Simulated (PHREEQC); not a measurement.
Make-up at 20 °C: 0.012 mol/kgw Mg(NO3)2. Closed to the air; pH follows from the charge balance.

Model: ion-association model, phreeqc.dat, run in PHREEQC.

```yaml
ionic_strength: 0.0360 mol/kgw
specific_conductance: 2240 µS/cm
```

| species | molality | activity | log γ |
|---|---|---|---|
| NO3- | 0.0240 | 0.0199 | -0.081 |
| Mg+2 | 0.0120 | 0.00632 | -0.279 |
| H+ | 1.70e-7 | 1.48e-7 | -0.062 |
| MgOH+ | 1.15e-7 | 9.80e-8 | -0.068 |
| OH- | 5.55e-8 | 4.63e-8 | -0.079 |

This is a speciation only: nothing precipitates in the calculation.
